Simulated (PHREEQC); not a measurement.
PHREEQC input (ion-association model, phreeqc.dat):

```
SOLUTION_SPECIES
  2 NO3- + 12 H+ + 10 e- = N2 + 6 H2O  # shut off: nitrate stays nitrate
    -log_k -100
    -delta_h 0
    -analytic -100
SOLUTION 1
  temp 20
  units mol/kgw
  pH 7 charge
END
SELECTED_OUTPUT 1
  -reset false
  -pH true
  -pe true
  -ionic_strength true
  -water true
  -totals Ca N S N(5) N(3) N(0) N(-3) S(-2) S(6)
  -molalities H+ Ca+2 SO4-2 NO3- OH- O2 HSO4- S-2 HS- H2S
    NO2- NH4+ NH3 NH4SO4- CaOH+ CaSO4 CaHSO4+
  -equilibrium_phases Gypsum Anhydrite
PRINT
  -reset false
USE solution 1
REACTION 1
  Ca(NO3)2 1
  0 0.00833 0.0167 0.025 0.0333 0.0417 0.05 0.0583 0.0667 0.075 0.0833 0.0917 0.1 moles
EQUILIBRIUM_PHASES 1
  Gypsum 0 0.1
  Anhydrite 0 0
  O2(g) -0.68 10
END
```

Selected output (columns that matter, 13 of 13 rows; Ca(NO3)2 added (mol) added in front):

```
Ca(NO3)2 added (mol)	pH	mu	Ca	N	S	m_H+	m_Ca+2	m_SO4-2	m_NO3-	m_OH-	m_CaSO4	Gypsum
0	7.1336	0.041504	0.014828	0	0.014828	8.5264e-08	0.010376	0.010376	0	1.1281e-07	0.0044518	0.085164
0.00833	7.1001	0.056402	0.020622	0.016653	0.012295	9.345e-08	0.016182	0.0078558	0.016653	1.0704e-07	0.0044396	0.087699
0.0167	7.0748	0.07612	0.027626	0.033387	0.010933	1.005e-07	0.023203	0.00651	0.033387	1.0368e-07	0.0044228	0.089063
0.025	7.0554	0.097857	0.035116	0.049982	0.010125	1.0639e-07	0.030712	0.005721	0.049982	1.0152e-07	0.0044043	0.089871
0.0333	7.0396	0.12066	0.042871	0.066577	0.0095829	1.1149e-07	0.038487	0.0051982	0.066577	9.9942e-08	0.0043848	0.090414
0.0417	7.026	0.14433	0.050868	0.083372	0.0091818	1.1604e-07	0.046503	0.0048173	0.083372	9.8679e-08	0.0043645	0.090815
0.05	7.0143	0.16807	0.058858	0.099968	0.0088735	1.2011e-07	0.054513	0.0045291	0.099968	9.7617e-08	0.0043444	0.091124
0.0583	7.0039	0.19204	0.066904	0.11656	0.008622	1.2383e-07	0.06258	0.0042979	0.11656	9.6691e-08	0.004324	0.091375
0.0667	6.9943	0.21646	0.075087	0.13336	0.0084073	1.2731e-07	0.070784	0.0041038	0.13336	9.5849e-08	0.0043034	0.09159
0.075	6.9857	0.2407	0.083201	0.14996	0.0082236	1.3053e-07	0.078918	0.0039405	0.14996	9.5086e-08	0.0042831	0.091774
0.0833	6.9777	0.26502	0.091337	0.16655	0.0080612	1.3356e-07	0.087074	0.0037985	0.16655	9.4382e-08	0.0042627	0.091936
0.0917	6.9701	0.28971	0.099587	0.18335	0.0079135	1.3648e-07	0.095345	0.0036713	0.18335	9.3701e-08	0.0042422	0.092084
0.1	6.9631	0.31415	0.10775	0.19994	0.0077807	1.3922e-07	0.10353	0.0035587	0.19994	9.3069e-08	0.0042219	0.092217
```

Complexes and solids missing from the database can't appear.
